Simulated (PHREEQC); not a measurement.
Metal-bearing waste water: speciation

A solution holds 0.0024 mol/kgw FeCl3, 5.4e-05 mol/kgw CuCl2, 0.00051 mol/kgw HCl and 0.0036 mol/kgw Na2SO4, at 20 °C. It is in equilibrium with CO2 at log p = 0 (atm). Otherwise closed; pH follows from the charge balance.

Computed with PHREEQC (ion-association model, phreeqc.dat).

Each row changes one thing in this solution. No solid was allowed to form.

```json
[
 {"case": "as made", "pH": "2.94", "ionic strength (mol/kgw)": "0.0158", "SO4-2 (mol/kgw)": "0.00204", "FeSO4+ (mol/kgw)": "0.00128", "FeOH+2 (mol/kgw)": "0.000622", "Fe+3 (mol/kgw)": "0.000242", "SI of Goethite (FeOOH)": "+5.60", "SI of Halite (NaCl)": "-5.93"},
 {"case": "FeCl3 from 0.0024 to 0.00216 mol/kgw", "pH": "2.96", "ionic strength (mol/kgw)": "0.0152", "SO4-2 (mol/kgw)": "0.00216", "FeSO4+ (mol/kgw)": "0.00117", "FeOH+2 (mol/kgw)": "0.000563", "Fe+3 (mol/kgw)": "0.000205", "SI of Goethite (FeOOH)": "+5.61", "SI of Halite (NaCl)": "-5.97"},
 {"case": "diluted 100-fold with water", "pH": "3.82", "ionic strength (mol/kgw)": "0.000305", "SO4-2 (mol/kgw)": "3.55e-5", "FeSO4+ (mol/kgw)": "8.26e-8", "FeOH+2 (mol/kgw)": "8.70e-6", "Fe+3 (mol/kgw)": "3.00e-7", "SI of Goethite (FeOOH)": "+5.69", "SI of Halite (NaCl)": "-9.83"},
 {"case": "Na2SO4 from 0.0036 to 0.036 mol/kgw", "pH": "3.35", "ionic strength (mol/kgw)": "0.102", "SO4-2 (mol/kgw)": "0.0295", "FeSO4+ (mol/kgw)": "0.00151", "FeOH+2 (mol/kgw)": "0.000308", "Fe+3 (mol/kgw)": "6.15e-5", "SI of Goethite (FeOOH)": "+5.89", "SI of Halite (NaCl)": "-5.06"},
 {"case": "temperature from 20 to 35 °C", "pH": "2.87", "ionic strength (mol/kgw)": "0.0160", "SO4-2 (mol/kgw)": "0.00211", "FeSO4+ (mol/kgw)": "0.00113", "FeOH+2 (mol/kgw)": "0.000793", "Fe+3 (mol/kgw)": "0.000154", "SI of Goethite (FeOOH)": "+5.70", "SI of Halite (NaCl)": "-5.94"},
 {"case": "HCl left out", "pH": "3.05", "ionic strength (mol/kgw)": "0.0157", "SO4-2 (mol/kgw)": "0.00217", "FeSO4+ (mol/kgw)": "0.00118", "FeOH+2 (mol/kgw)": "0.000694", "Fe+3 (mol/kgw)": "0.000209", "SI of Goethite (FeOOH)": "+5.86", "SI of Halite (NaCl)": "-5.96"},
 {"case": "temperature from 20 to 10 °C", "pH": "2.99", "ionic strength (mol/kgw)": "0.0158", "SO4-2 (mol/kgw)": "0.00201", "FeSO4+ (mol/kgw)": "0.00136", "FeOH+2 (mol/kgw)": "0.000502", "Fe+3 (mol/kgw)": "0.000323", "SI of Goethite (FeOOH)": "+5.50", "SI of Halite (NaCl)": "-5.92"}
]
```

Some of these states are supersaturated (in Hematite (slow to form), Goethite (slow to form), Fe(OH)3(a), for instance). Constants without temperature data keep their 25 °C values here.
